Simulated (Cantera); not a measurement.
An adiabatic, constant-volume homogeneous reactor starts with 4.38 % CH4, 0.149 % CO, 20.1 % O2, 75.4 % N2, at 1675 K and 1.20 bar.

Computed with Cantera and GRI-Mech 3.0 (53 species, 325 reactions).

Q: Predict: time of steepest temperature rise; temperature at 0.400 s; equilibrium temperature; x(CO) at 0.400 s; x(O2) at 0.400 s; x(OH) at 0.400 s; x(NO) at 0.400 s.

A: 
* **time of steepest temperature rise**: 0.192 ms
* **temperature at 0.400 s**: 2604 K
* **equilibrium temperature**: 2604 K
* **x(CO) at 0.400 s**: 0.00568 (gas-phase equilibrium 0.00568)
* **x(O2) at 0.400 s**: 0.100 (gas-phase equilibrium 0.100)
* **x(OH) at 0.400 s**: 0.0124 (gas-phase equilibrium 0.0124)
* **x(NO) at 0.400 s**: 0.0184 (gas-phase equilibrium 0.0184)
